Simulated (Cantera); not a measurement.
Input (Python, Cantera) and output of one run.

```python
import numpy as np
import cantera as ct

gas_names = """
    Br Br2 H HBr HO2 H2 H2O H2O2 O OH O2 O3
""".split()
cond_names = """
    Br2(cr) Br2(L) H2O(s) H2O(L)
""".split()


def load(file, names, dense=False):
    # The tables refer to 1 bar. Condensed volumes are neglected.
    table = {s.name: s for s in ct.Species.list_from_file(file)}
    out = []
    for n in names:
        d = dict(table[n].input_data)
        d["thermo"] = dict(d["thermo"], **{"reference-pressure": 1e5})
        if dense:
            d["equation-of-state"] = {"model": "constant-volume", "density": "1e6 g/cm^3"}
        out.append(ct.Species.from_dict(d))
    return out


gas = ct.Solution(thermo="ideal-gas", species=load("nasa_gas.yaml", gas_names))
cond = {s.name: ct.Solution(thermo="fixed-stoichiometry", species=[s], name=s.name)
        for s in load("nasa_condensed.yaml", cond_names, dense=True)}
atoms = {
    'HBr': {'H': 1, 'Br': 1},
    'O2': {'O': 2},
}
top_T = {}  # K; cautious upper limits of use, not melting points


def equilibrate(T, P, feed):
    n = {}
    for name, mol in feed.items():
        for a, k in atoms[name].items():
            n[a] = n.get(a, 0.0) + k * mol
    gas.TPX = T, P, n
    mass = sum(n.values()) * gas.mean_molecular_weight
    gas.equilibrate("TP")
    valid = [c for c in cond.values() if c.min_temp <= T <= top_T.get(c.name, c.max_temp)]
    mix = ct.Mixture([(gas, mass / gas.mean_molecular_weight)] + [(c, 0.0) for c in valid])
    mix.T, mix.P = T, P
    mix.equilibrate("TP", solver="vcs", rtol=1e-11, max_steps=5000)
    return mix


results = []
feed = {'HBr': 1, 'O2': 4}  # mol
T = 2175  # K
P = 13332.2  # Pa
mix = equilibrate(T, P, feed)
results.append((T, P, feed, dict(zip(mix.species_names, mix.species_moles))))
print(gas.report(threshold=1e-05))
for i in range(1, mix.n_phases):
    print(f"{mix.phase(i).name:16s} {mix.phase_moles(i):12.5e} mol")
```

Result:

```
       temperature   2175 K
          pressure   13332 Pa
           density   0.029282 kg/m^3
  mean mol. weight   39.719 kg/kmol
   phase of matter   gas

                          1 kg             1 kmol
                     ---------------   ---------------
          enthalpy        1.5951e+06        6.3356e+07  J
   internal energy        1.1398e+06        4.5272e+07  J
           entropy            7187.1        2.8546e+05  J/K
    Gibbs function       -1.4037e+07       -5.5753e+08  J
 heat capacity c_p            921.54             36603  J/K
 heat capacity c_v            712.21             28288  J/K

                      mass frac. Y      mole frac. X     chem. pot. / RT
                     ---------------   ---------------   ---------------
                Br           0.35601           0.17697           -21.465
               Br2         0.0012679        0.00031512            -42.93
                 H        5.5238e-06        0.00021766           -15.001
               HBr          0.025531          0.012533           -36.466
                H2        1.3452e-05        0.00026503           -30.002
               H2O          0.038008          0.083799           -45.712
                 O         0.0021428         0.0053197           -15.711
                OH         0.0039578         0.0092431           -30.712
                O2           0.57306           0.71133           -31.421
     [   +3 minor]         6.355e-06        7.6331e-06

Br2(L)            0.00000e+00 mol
```

Cantera equilibrium calculation (NASA polynomials, part measured and part estimated; ideal gas, pure solids and liquids).
